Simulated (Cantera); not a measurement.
**Ignition delay**

Mixture: 8.74 % CH4, 9.62 % H2, 17.1 % O2, 64.5 % N2, equivalence ratio 1.3, at 750 Torr, adiabatic and at constant pressure. Ignition delay is the time to a rise of 400 K.

Computed with Cantera and GRI-Mech 3.0 (53 species, 325 reactions).

| T0 (K) | delay (ms) |
|---|---|
| 1075 | 3.04 |
| 1125 | 1.86 |
| 1175 | 1.19 |
| 1225 | 0.781 |
| 1275 | 0.528 |
| 1325 | 0.367 |
| 1375 | 0.262 |
| 1425 | 0.192 |
| 1475 | 0.143 |
| 1525 | 0.110 |

```yaml
apparent activation energy between 1425 and 1525 K: 100 kJ/mol
```
